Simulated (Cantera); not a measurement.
An adiabatic, constant-pressure homogeneous reactor starts with 7.75 % H2, 19.4 % O2, 72.9 % N2, equivalence ratio 0.20, at 1075 K and 1.01 bar.

Cantera simulation using the H2/O2 subset of GRI-Mech 3.0, which has no nitrogen chemistry; the numbers are that mechanism's predictions, not measurements.

Problem. Predict: time of steepest temperature rise; temperature at 0.300 s; equilibrium temperature; x(H2) at 0.300 s; x(O2) at 0.300 s; x(H) at 0.300 s; x(OH) at 0.300 s; x(O) at 0.300 s.

Solution. 
```
Item                                                                   Value
---------------------------------  -----------------------------------------
time of steepest temperature rise                                   0.146 ms
temperature at 0.300 s                                                1638 K
equilibrium temperature                                               1638 K
x(H2) at 0.300 s                     2.07e-6 (gas-phase equilibrium 2.07e-6)
x(O2) at 0.300 s                         0.161 (gas-phase equilibrium 0.161)
x(H) at 0.300 s                      1.16e-7 (gas-phase equilibrium 1.16e-7)
x(OH) at 0.300 s                   0.000198 (gas-phase equilibrium 0.000198)
x(O) at 0.300 s                      9.10e-6 (gas-phase equilibrium 9.10e-6)
```
